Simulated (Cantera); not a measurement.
# Equilibrium for silicon oxide and oxynitride deposition: TEOS + NO + N2 + O3

Charge: 1 mol TEOS, 0.51 mol NO, 41 mol N2, 0.15 mol O3, equilibrated at 6.80 mbar.

These are equilibrium values from Cantera (NASA tables, ideal gas, pure condensed phases), not measurements of a reactor. Candidate condensed phases: C, C6H6, C7H8, C8H18, H2O, Si, SiC, SiO2, Si2N2O, Si3N4; 151 gas species. The feed counts by its element totals alone. Mutual solubility and eutectic melting of coexisting phases are not modelled. Kinetics and transport are ignored.

| T (K) | x N2 | x H2 | x CO | x CO2 | x H2O | x HCN | x H | x CH4 | n C(graphite) | n SiO2(α-quartz) | n SiO2(β-quartz) | n Si2N2O(s) | n SiC(s) |
|---|---|---|---|---|---|---|---|---|---|---|---|---|---|
| 750 | 0.769 | 0.181 | 0.0392 | 0.00581 | 0.00438 | 9.13e-9 | 1.63e-12 | 0.000709 | 5.55 | 1.00 | 0 | 0 | 0 |
| 825 | 0.762 | 0.184 | 0.0522 | 0.000835 | 0.000822 | 6.45e-8 | 4.12e-11 | 0.000207 | 5.12 | 1.00 | 0 | 0 | 0 |
| 900 | 0.761 | 0.184 | 0.0542 | 0.000112 | 0.000165 | 3.27e-7 | 6.08e-10 | 7.20e-5 | 5.05 | 0 | 1.00 | 0 | 0 |
| 975 | 0.761 | 0.184 | 0.0545 | 1.94e-5 | 4.11e-5 | 1.29e-6 | 5.96e-9 | 2.90e-5 | 5.04 | 0 | 1.00 | 0 | 0 |
| 1050 | 0.761 | 0.184 | 0.0546 | 4.33e-6 | 1.24e-5 | 4.17e-6 | 4.22e-8 | 1.32e-5 | 5.04 | 0 | 1.00 | 0 | 0 |
| 1125 | 0.738 | 0.181 | 0.0808 | 2.59e-6 | 6.40e-6 | 1.12e-5 | 2.29e-7 | 6.43e-6 | 3.54 | 0 | 0 | 0.500 | 0 |
| 1200 | 0.738 | 0.181 | 0.0808 | 8.38e-7 | 2.58e-6 | 2.72e-5 | 1.02e-6 | 3.52e-6 | 3.54 | 0 | 0 | 0.500 | 0 |
| 1275 | 0.738 | 0.181 | 0.0808 | 3.11e-7 | 1.16e-6 | 5.95e-5 | 3.80e-6 | 2.07e-6 | 3.54 | 0 | 0 | 0.500 | 0 |
| 1350 | 0.738 | 0.181 | 0.0808 | 1.29e-7 | 5.70e-7 | 0.000119 | 1.23e-5 | 1.28e-6 | 3.53 | 0 | 0 | 0.500 | 0 |
| 1425 | 0.738 | 0.181 | 0.0808 | 5.92e-8 | 3.02e-7 | 0.000221 | 3.52e-5 | 8.39e-7 | 3.53 | 0 | 0 | 0.499 | 0 |
| 1500 | 0.736 | 0.179 | 0.0844 | 3.22e-8 | 1.77e-7 | 0.000384 | 9.04e-5 | 5.61e-7 | 2.77 | 0 | 0 | 0.245 | 0.500 |
| 1575 | 0.733 | 0.177 | 0.0880 | 1.86e-8 | 1.09e-7 | 0.000631 | 0.000212 | 3.89e-7 | 2.03 | 0 | 0 | 0 | 0.987 |
| 1650 | 0.733 | 0.177 | 0.0879 | 1.05e-8 | 6.81e-8 | 0.000996 | 0.000464 | 2.83e-7 | 2.02 | 0 | 0 | 0 | 0.983 |
| 1725 | 0.733 | 0.177 | 0.0878 | 6.26e-9 | 4.43e-8 | 0.00151 | 0.000946 | 2.12e-7 | 1.99 | 0 | 0 | 0 | 0.978 |
x: gas mole fraction; n: condensed amount in mol.

From 750 K to 825 K the condensed part is C(graphite) + SiO2(α-quartz). From 900 K to 1050 K the condensed part is C(graphite) + SiO2(β-quartz). From 1125 K to 1425 K the condensed part is C(graphite) + Si2N2O(s). At 1500 K the condensed part is C(graphite) + SiC(s) + Si2N2O(s). From 1575 K to 1725 K the condensed part is C(graphite) + SiC(s).
